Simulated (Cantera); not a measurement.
A freely propagating, adiabatic, planar premixed flame of H2 : O2 : N2 = 1 : 0.179 : 0.671 (molar parts), equivalence ratio 2.8, unburnt at 300 K and 615 Torr; mixture-averaged transport, grid criteria slope 0.08 and curve 0.16, no radiation.

Model: the H2/O2 subset of GRI-Mech 3.0, which has no nitrogen chemistry, integrated in Cantera. Burning velocities carry a grid error of a few per cent, more on coarse grids.

How do the results move with these cheaper or finer settings: unity-Lewis-number transport; multicomponent transport; multicomponent+Soret transport; grid criteria slope 0.5, curve 1; grid criteria slope 0.25, curve 0.5; grid criteria slope 0.03, curve 0.06?


| setting | laminar burning velocity | thermal thickness | peak x(H) | peak x(O) | grid points |
|---|---|---|---|---|---|
| as above | 244 cm/s | 0.466 mm | 0.0540 | 0.00119 | 119 |
| unity-Lewis-number transport | 145 cm/s | 0.506 mm | 0.0551 | 0.000747 | 111 |
| multicomponent transport | 239 cm/s | 0.476 mm | 0.0539 | 0.00115 | 119 |
| multicomponent+Soret transport | 234 cm/s | 0.454 mm | 0.0539 | 0.00119 | 121 |
| grid criteria slope 0.5, curve 1 | 248 cm/s | 0.563 mm | 0.0539 | 0.00103 | 45 |
| grid criteria slope 0.25, curve 0.5 | 244 cm/s | 0.502 mm | 0.0536 | 0.00113 | 62 |
| grid criteria slope 0.03, curve 0.06 | 243 cm/s | 0.457 mm | 0.0536 | 0.00120 | 292 |
Unity Lewis numbers drop preferential diffusion, which matters most where H2 and H carry the flame; Soret adds thermal diffusion.
